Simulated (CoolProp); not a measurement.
A simple Rankine cycle with hexamethyldisiloxane (MM): condensing at 315.15 K, boiler at 0.607 MPa, turbine inlet 465.2 K, turbine efficiency 0.85, pump efficiency 0.7, no recuperator. Each further row changes one setting.

The numbers come from the reference Helmholtz-energy equation of state, Thol 2016 in CoolProp.

```tsv
case	thermal efficiency (%)	net work (kJ/kg)	heat in (kJ/kg)	turbine exit temperature (K)	volume ratio over the turbine
as stated	14.8	68.9	464	419.2	54.2
turbine inlet 485.2 K	14.4	72.8	506	439.5	___
condensing temperature 307.15 K	___	75.4	___	415.5	___
boiler pressure 0.425 MPa	___	64.4	470	425.0	35.5
turbine efficiency 0.75	13.1	___	464	423.7	54.8
```

### Question
What belongs in the gaps?

### Answer

- turbine inlet 485.2 K, volume ratio over the turbine: 52.4
- condensing temperature 307.15 K, thermal efficiency (%): 15.7
- condensing temperature 307.15 K, heat in (kJ/kg): 480
- condensing temperature 307.15 K, volume ratio over the turbine: 77.5
- boiler pressure 0.425 MPa, thermal efficiency (%): 13.7
- turbine efficiency 0.75, net work (kJ/kg): 60.7
